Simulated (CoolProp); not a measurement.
Vapour-liquid equilibrium of CH2F2 (R32) (1) + fluoroethane (R161) (2) at 14.45 °C; x and y are mole fractions of (1).

The numbers come from the multi-fluid Helmholtz-energy mixture model, Tillner-Roth 1997 and Wu 2012; pair parameters Bell 2016 in CoolProp.

```csv
x,"bubble pressure, mixture model (kPa)","bubble pressure, Raoult's law (kPa)","y, mixture model","y, Raoult's law"
0.05,721.8,714.1,0.090,0.088
0.2,821.4,800.4,0.307,0.315
0.35,910.9,886.7,0.475,0.498
0.5,994.4,973.1,0.616,0.648
0.65,1075,1059,0.743,0.774
0.8,1154,1146,0.858,0.880
0.95,1234,1232,0.966,0.972
```

The largest gap from Raoult's law is +2.7 % in bubble pressure, at x = 0.35. No azeotrope shows between x = 0.05 and 0.95.

The pair parameters rest on a limited set of measurements; away from them the model extrapolates.
